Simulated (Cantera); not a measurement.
An isothermal, constant-pressure homogeneous reactor starts with 100 % N2O, at 1400 K and 101000 Pa.

Cantera simulation using GRI-Mech 3.0 (53 species, 325 reactions); the numbers are that mechanism's predictions, not measurements. GRI-Mech 3.0 was tuned for natural gas; its chemistry of N2O as a main component is partial and can be far from experiment. The temperature is held fixed by assumption; the heat of reaction is taken as removed at once.

x: mole fraction; the columns are a selection and need not sum to one.

```csv
t (s),x N2O,x NO2,x NO,x O,x N2,x O2
0.000700,0.984,4.17e-6,0.00205,2.42e-5,0.00942,0.00418
0.00144,0.968,1.44e-5,0.00415,2.41e-5,0.0191,0.00850
0.00295,0.936,4.25e-5,0.00830,2.39e-5,0.0383,0.0170
0.00605,0.875,0.000104,0.0162,2.35e-5,0.0750,0.0334
0.0124,(withheld),(withheld),(withheld),2.27e-5,(withheld),(withheld)
0.0255,(withheld),(withheld),(withheld),2.10e-5,(withheld),(withheld)
0.0522,0.380,0.000588,0.0757,1.78e-5,0.375,0.168
0.107,0.178,0.000749,0.0949,1.23e-5,0.501,0.226
0.220,0.0530,0.000814,0.102,5.61e-6,0.580,0.264
0.451,0.00732,0.000841,0.102,1.36e-6,0.611,0.279
0.926,0.000184,0.000873,0.101,5.25e-7,0.616,0.282
1.90,3.25e-6,0.000875,0.101,5.03e-7,0.616,0.282
3.90,3.15e-6,0.000874,0.101,5.03e-7,0.616,0.282
8.00,3.13e-6,0.000873,0.101,5.03e-7,0.616,0.282
```

**Question.** What belongs in the gaps?

**Answer.** 
- 0.0124, x N2O: 0.767
- 0.0124, x NO2: 0.000215
- 0.0124, x NO: 0.0300
- 0.0124, x N2: 0.140
- 0.0124, x O2: 0.0625
- 0.0255, x N2O: 0.597
- 0.0255, x NO2: 0.000385
- 0.0255, x NO: 0.0509
- 0.0255, x N2: 0.243
- 0.0255, x O2: 0.109
